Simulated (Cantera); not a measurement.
# Premixed flame

A freely propagating, adiabatic, planar premixed flame of 11.8 % CH4, 0.509 % CO, 18.4 % O2, 69.3 % N2, equivalence ratio 1.3, unburnt at 373 K and 0.132 atm; mixture-averaged transport, grid criteria slope 0.08 and curve 0.16, no radiation.

Model: GRI-Mech 3.0 (53 species, 325 reactions), integrated in Cantera. Burning velocities carry a grid error of a few per cent, more on coarse grids.

| z (mm) | T (K) | u (m/s) | x CH4 | x CO | x O2 | x HCO | x NO2 | x HCN |
|---|---|---|---|---|---|---|---|---|
| -7.60 | 373 | 0.660 | 0.118 | 0.00509 | 0.183 | <1e-8 | <1e-8 | <1e-8 |
| -5.07 | 374 | 0.663 | 0.118 | 0.00508 | 0.183 | <1e-8 | <1e-8 | <1e-8 |
| -3.80 | 380 | 0.678 | 0.117 | 0.00517 | 0.182 | <1e-8 | <1e-8 | <1e-8 |
| -2.53 | 463 | 0.835 | 0.110 | 0.00709 | 0.175 | <1e-8 | 4.18e-8 | 1.64e-7 |
| -1.27 | 952 | 1.76 | 0.0754 | 0.0258 | 0.136 | 9.80e-7 | 1.14e-8 | 2.64e-6 |
| -0.634 | 1367 | 2.57 | 0.0408 | 0.0488 | 0.0920 | 2.08e-5 | <1e-8 | 6.61e-6 |
| 0 | 1723 | 3.27 | 0.0112 | 0.0718 | 0.0452 | 6.39e-5 | <1e-8 | 1.33e-5 |
| 0.634 | 1886 | 3.59 | 0.00136 | 0.0782 | 0.0176 | 3.13e-5 | <1e-8 | 1.66e-5 |
| 1.27 | 1928 | 3.66 | 0.000100 | 0.0738 | 0.00711 | 4.42e-6 | <1e-8 | 1.25e-5 |
| 2.53 | 1944 | 3.68 | 4.83e-7 | 0.0661 | 0.00265 | 6.71e-8 | <1e-8 | 4.93e-6 |
| 5.07 | 1954 | 3.69 | <1e-8 | 0.0624 | 0.00196 | 3.09e-8 | <1e-8 | 8.76e-7 |
| 10.1 | 1966 | 3.71 | <1e-8 | 0.0619 | 0.00172 | 2.86e-8 | <1e-8 | 4.68e-8 |
| 20.3 | 1985 | 3.74 | <1e-8 | 0.0620 | 0.00141 | 2.53e-8 | <1e-8 | <1e-8 |
x: mole fraction of selected species; z is measured from the peak of heat release.

```
Property                     Result
------------------------  ---------
laminar burning velocity  65.9 cm/s
thermal thickness           2.53 mm
peak x(HCO)                 6.42e-5
peak x(HCN)                 1.67e-5
grid points                     165
```
